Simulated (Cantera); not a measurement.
Adiabatic ignition

An adiabatic, constant-pressure homogeneous reactor starts with H₂ : O₂ : N₂ = 1 : 1.56 : 5.88 (molar parts), equivalence ratio 0.32, at 1600 K and 5.00 bar.

Computed with Cantera and the H2/O2 subset of GRI-Mech 3.0, which has no nitrogen chemistry. The hydrogen kinetics of GRI-Mech 3.0 are dated; newer H2 mechanisms differ, most at raised pressure.

```csv
t (s),T (K),x H₂,x O₂,x OH,x H₂O₂,x H₂O,x O
1.00e-6,1600,0.118,0.185,1.92e-5,8.61e-8,7.75e-5,1.99e-5
2.76e-6,1847,0.0138,0.123,0.0164,2.90e-6,0.0867,0.0269
7.59e-6,2248,0.00356,0.126,0.0150,7.31e-7,0.112,0.00946
2.09e-5,2364,0.000943,0.130,0.00870,4.89e-7,0.120,0.00244
5.76e-5,2385,0.000511,0.131,0.00658,5.36e-7,0.122,0.00133
0.000159,2386,0.000504,0.131,0.00654,5.37e-7,0.122,0.00131
0.000437,2386,0.000504,0.131,0.00654,5.37e-7,0.122,0.00131
0.00120,2386,0.000504,0.131,0.00654,5.37e-7,0.122,0.00131
0.00332,2386,0.000504,0.131,0.00654,5.37e-7,0.122,0.00131
0.00915,2386,0.000504,0.131,0.00654,5.37e-7,0.122,0.00131
0.0252,2386,0.000504,0.131,0.00654,5.37e-7,0.122,0.00131
0.0694,2386,0.000504,0.131,0.00654,5.37e-7,0.122,0.00131
0.191,2386,0.000504,0.131,0.00654,5.37e-7,0.122,0.00131
0.527,2386,0.000504,0.131,0.00654,5.37e-7,0.122,0.00131
1.45,2386,0.000504,0.131,0.00654,5.37e-7,0.122,0.00131
4.00,2386,0.000504,0.131,0.00654,5.37e-7,0.122,0.00131
```
x: mole fraction; the columns are a selection and need not sum to one.

time of steepest temperature rise: 2.44 µs
temperature at 4.00 s: 2386 K
equilibrium temperature: 2386 K
x(H₂) at 4.00 s: 0.000504 (gas-phase equilibrium 0.000504)
x(O₂) at 4.00 s: 0.131 (gas-phase equilibrium 0.131)
x(OH) at 4.00 s: 0.00654 (gas-phase equilibrium 0.00654)
